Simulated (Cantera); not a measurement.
Charge: 1 mol PbS, 2000 mol H2, 0.4 mol N2, equilibrated at 1048.15 K and 1600 Pa.

Method: chemical equilibrium by Gibbs-energy minimisation in Cantera with the NASA 1993 tables (ideal gas, pure condensed phases). Candidate condensed phases: Pb, PbS, S; 18 gas species. Equilibrium is a limit: real reactors are often held back by kinetics, nucleation or transport.

Q: What is the equilibrium state?

A: 
```json
{
  "x(H2)": "0.999",
  "x(Pb)": "0.000449",
  "x(H2S)": "0.000449",
  "x(N2)": "0.000200",
  "x(PbS)": "5.08e-5",
  "gas_amount": "2001 mol",
  "log10 activity of Pb(l) (absent)": "-0.80",
  "log10 activity of S(l) (absent)": "-5.75"
}
```
